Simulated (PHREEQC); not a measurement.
A column of 1 m (30 cells, dispersivity 0.08 m, 60 s a shift, diffusion coefficient 3e-10 m²/s) holds 0.026 eq of the database's cation exchanger X per kg of pore water, first in equilibrium with 8.6e-05 mol PbCl2, 0.0019 mol MnCl2 and 1e-05 mol HCl per kg of water. It is flushed with 0.035 mol MgCl2, 0.00033 mol CuCl2 and 1e-05 mol HCl per kg of water, at 25 °C. Values are for the last cell. CO2 from the air is kept out. No solid was allowed to form.

All values are PHREEQC results (ion-association model, phreeqc.dat), not measurements.

Task: Predict Mg in solution (mol/kgw), Cu in solution (mol/kgw), Mn in solution (mol/kgw), Pb in solution (mol/kgw) at pore volumes = 1.417, 1.517, 1.617, 1.917, 2.017.

Result: 
```
pore volumes  Mg in solution (mol/kgw)  Cu in solution (mol/kgw)  Mn in solution (mol/kgw)  Pb in solution (mol/kgw)
------------  ------------------------  ------------------------  ------------------------  ------------------------
1.417                           0.0222                  0.000216                   0.00718                   0.00122
1.517                           0.0248                  0.000241                   0.00583                   0.00107
1.617                           0.0270                  0.000261                   0.00468                  0.000913
1.917                           0.0312                  0.000298                   0.00232                  0.000535
2.017                           0.0321                  0.000306                   0.00182                  0.000441
```
